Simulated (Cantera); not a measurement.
A closed system holds: 1 mol CH3Cl, 0.054 mol H2, 0.014 mol HCl, at 3050 K and 19.0 Pa.

These are equilibrium values from Cantera (NASA tables, ideal gas, pure condensed phases), not measurements of a reactor. Candidate condensed phases: C, C6H6, C7H8, C8H18; 91 gas species. Kinetics and transport are ignored.

Base state: H 0.648, Cl 0.211, C 0.0934, C3 0.0293, C2 0.0137, H2 0.00237, HCl 0.00114, C2H 0.000413 (mole fractions); condensed: gas only.

What changes in the equilibrium state with this change: pressure from 19.0 Pa to 1330 Pa?


| species | before | after |
|---|---|---|
| H | 0.648 | 0.539 |
| Cl | 0.211 | 0.213 |
| H2 | 0.00237 | 0.115 |
| C | 0.0934 | 0.00607 |
| HCl | 0.00114 | 0.0667 |
| C2 | 0.0137 | 0.00405 |
| C3 | 0.0293 | 0.0395 |
| C4H2 | 1.18e-8 | 0.000247 |
| C2HCl | 9.31e-8 | 0.000114 |
| C(graphite), mol | 0 | 0.384 |
The tables' values for CCl are old estimates; treat these amounts as uncertain.
